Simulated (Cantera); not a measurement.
What does this Cantera script print?

```python
import numpy as np
import cantera as ct

gas_names = """
    CL CL2 H HCL H2 Si SiCL SiCL2 SiCL3 SiCL4 SiH SiHCL3 SiH2 SiH2CL2 SiH3 SiH3CL SiH4 Si2 Si3
""".split()
cond_names = """
    Si(cr) Si(L)
""".split()


def load(file, names, dense=False):
    # The tables refer to 1 bar. Condensed volumes are neglected.
    table = {s.name: s for s in ct.Species.list_from_file(file)}
    out = []
    for n in names:
        d = dict(table[n].input_data)
        d["thermo"] = dict(d["thermo"], **{"reference-pressure": 1e5})
        if dense:
            d["equation-of-state"] = {"model": "constant-volume", "density": "1e6 g/cm^3"}
        out.append(ct.Species.from_dict(d))
    return out


gas = ct.Solution(thermo="ideal-gas", species=load("nasa_gas.yaml", gas_names))
cond = {s.name: ct.Solution(thermo="fixed-stoichiometry", species=[s], name=s.name)
        for s in load("nasa_condensed.yaml", cond_names, dense=True)}
atoms = {
    'Si': {'Si': 1},
    'HCl': {'H': 1, 'CL': 1},
    'H2': {'H': 2},
}
top_T = {}  # K; cautious upper limits of use, not melting points


def equilibrate(T, P, feed):
    n = {}
    for name, mol in feed.items():
        for a, k in atoms[name].items():
            n[a] = n.get(a, 0.0) + k * mol
    gas.TPX = T, P, n
    mass = sum(n.values()) * gas.mean_molecular_weight
    gas.equilibrate("TP")
    valid = [c for c in cond.values() if c.min_temp <= T <= top_T.get(c.name, c.max_temp)]
    mix = ct.Mixture([(gas, mass / gas.mean_molecular_weight)] + [(c, 0.0) for c in valid])
    mix.T, mix.P = T, P
    mix.equilibrate("TP", solver="vcs", rtol=1e-11, max_steps=5000)
    return mix


results = []
feed = {'Si': 1, 'HCl': 5, 'H2': 4.4}  # mol
T = 1200  # K
P = 10000  # Pa
mix = equilibrate(T, P, feed)
results.append((T, P, feed, dict(zip(mix.species_names, mix.species_moles))))
print(gas.report(threshold=0.0001))
for i in range(1, mix.n_phases):
    print(f"{mix.phase(i).name:16s} {mix.phase_moles(i):12.5e} mol")
```

Output:

```
       temperature   1200 K
          pressure   10000 Pa
           density   0.025952 kg/m^3
  mean mol. weight   25.893 kg/kmol
   phase of matter   gas

                          1 kg             1 kmol
                     ---------------   ---------------
          enthalpy       -1.9814e+06       -5.1306e+07  J
   internal energy       -2.3668e+06       -6.1284e+07  J
           entropy            9291.2        2.4058e+05  J/K
    Gibbs function       -1.3131e+07          -3.4e+08  J
 heat capacity c_p            1536.5             39787  J/K
 heat capacity c_v            1215.4             31472  J/K

                      mass frac. Y      mole frac. X     chem. pot. / RT
                     ---------------   ---------------   ---------------
               HCL           0.20721           0.14717            -38.23
                H2          0.057204           0.73473           -20.588
             SiCL2          0.017122         0.0044789           -62.673
             SiCL3          0.035922         0.0069189           -90.609
             SiCL4           0.61505          0.093745           -118.55
            SiHCL3          0.066601          0.012732            -100.9
           SiH2CL2        0.00088302        0.00022638           -83.261
     [  +12 minor]        2.9845e-06        1.7328e-06

Si(cr)            0.00000e+00 mol
```

Method: chemical equilibrium by Gibbs-energy minimisation in Cantera with the NASA 1993 tables (ideal gas, pure condensed phases). The tables' values for SiCl3 are old estimates; treat these amounts as uncertain.
